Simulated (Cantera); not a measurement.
Cantera run:

```python
import numpy as np
import cantera as ct

gas_names = """
    F FO FO2 F2 F2O O O2 O3 Si SiF SiF2 SiF3 SiF4 SiO SiO2 Si2 Si3
""".split()
cond_names = """
    Si(cr) Si(L) SiO2(Lqz) SiO2(hqz) SiO2(L)
""".split()


# ... load() reads the species with a 1 bar reference pressure and builds the phases ...
atoms = {
    'SiO2': {'Si': 1, 'O': 2},
    'F2': {'F': 2},
}
top_T = {}  # K; cautious upper limits of use, not melting points


# ... equilibrate(T, P, feed) seeds the gas with the atoms and calls Mixture.equilibrate('TP', solver="vcs", rtol=1e-11, max_steps=5000) ...
results = []
feed = {'SiO2': 1, 'F2': 0.94}  # mol
T = 848  # K
P = 37  # Pa
mix = equilibrate(T, P, feed)
results.append((T, P, feed, dict(zip(mix.species_names, mix.species_moles))))
x = sorted(zip(gas.X, gas.species_names), reverse=True)
print(f"T = {T:g} K  P = {P:g} Pa  gas = {mix.phase_moles(0):.4g} mol")
print("   x: " + "  ".join(f"{s} {v:.3e}" for v, s in x if v > 0.0001))
print("   condensed (mol): " + ("  ".join(f"{mix.phase(i).name} {mix.phase_moles(i):.4g}"
      for i in range(1, mix.n_phases) if mix.phase_moles(i) > 1e-12) or "none"))
```

Result:

```
T = 848 K  P = 37 Pa  gas = 0.94 mol
   x: SiF4 5.000e-01  O2 5.000e-01
   condensed (mol): SiO2(hqz) 0.53
```

Cantera equilibrium calculation (NASA polynomials, part measured and part estimated; ideal gas, pure solids and liquids).
